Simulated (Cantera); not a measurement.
Input (Python, Cantera) and output of one run.

```python
import numpy as np
import cantera as ct

gas_names = [...]  # 113 gases of nasa_gas.yaml made of C, Cu, H, O
cond_names = """
    C(gr) C6H6(L) C7H8(L) C8H18(L),n-octa Cu(cr) Cu(L) CuO(s) CuO2H2(s) Cu2O(s) Cu2O(L) H2O(s) H2O(L)
""".split()


# ... load() reads the species with a 1 bar reference pressure and builds the phases ...
atoms = {
    'CuO': {'Cu': 1, 'O': 1},
    'CH4': {'C': 1, 'H': 4},
    'CO': {'C': 1, 'O': 1},
    'C': {'C': 1},
}
top_T = {'C(gr)': 4500, 'CuO(s)': 1390}  # K; cautious upper limits of use, not melting points


# ... equilibrate(T, P, feed) seeds the gas with the atoms and calls Mixture.equilibrate('TP', solver="vcs", rtol=1e-11, max_steps=5000) ...
results = []
feed = {'CuO': 1, 'CH4': 0.91, 'CO': 0.23, 'C': 1.2}  # mol
T = 1775  # K
P = 16  # Pa
mix = equilibrate(T, P, feed)
results.append((T, P, feed, dict(zip(mix.species_names, mix.species_moles))))
x = sorted(zip(gas.X, gas.species_names), reverse=True)
print(f"T = {T:g} K  P = {P:g} Pa  gas = {mix.phase_moles(0):.4g} mol")
print("   x: " + "  ".join(f"{s} {v:.3e}" for v, s in x if v > 1e-05))
print("   condensed (mol): " + ("  ".join(f"{mix.phase(i).name} {mix.phase_moles(i):.4g}"
      for i in range(1, mix.n_phases) if mix.phase_moles(i) > 1e-12) or "none"))
```

It prints:

```
T = 1775 K  P = 16 Pa  gas = 4.081 mol
   x: H2 4.384e-01  CO 3.014e-01  Cu 2.450e-01  H 1.515e-02  C2H2,acetylene 6.242e-05  Cu2 4.084e-05
   condensed (mol): C(gr) 1.109
```

These are equilibrium values from Cantera (NASA tables, ideal gas, pure condensed phases), not measurements of a reactor.
